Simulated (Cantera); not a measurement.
**Metals in furnace atmospheres: Cu + O2 + CO + NH3**

Feed: 1 mol Cu, 0.0017 mol O2, 2.2 mol CO, 0.33 mol NH3.

These are equilibrium values from Cantera (NASA tables, ideal gas, pure condensed phases), not measurements of a reactor. Candidate condensed phases: C, C6H6, C7H8, C8H18, Cu, CuO, Cu(OH)2, Cu2O, H2O; 139 gas species. Equilibrium is a limit: real reactors are often held back by kinetics, nucleation or transport.

Stable condensed phases:

```
T in K \ P in Pa
              10      61     370    2200   13000   82000  500000 3000000
   1925        A       A       A       B       B       B       B       B
   1825        A       A       B       B       B       B       B       B
   1725        A       A       B       B       B       B       B       C
   1625        A       B       B       B       B       B       B       C
   1525        B       B       B       B       B       B       C       C
   1425        B       B       B       B       B       B       C       C
   1325        B       B       B       B       B       C       C       C
   1225        B       B       B       B       C       C       C       C
   1125        B       B       B       B       C       C       C       C
   1025        B       B       B       C       C       C       C       C
    925        B       B       C       C       C       C       C       C
    825        C       C       C       C       C       C       C       C
    725        C       C       C       C       C       C       C       C
```

A: gas only; B: Cu; C: C + Cu.
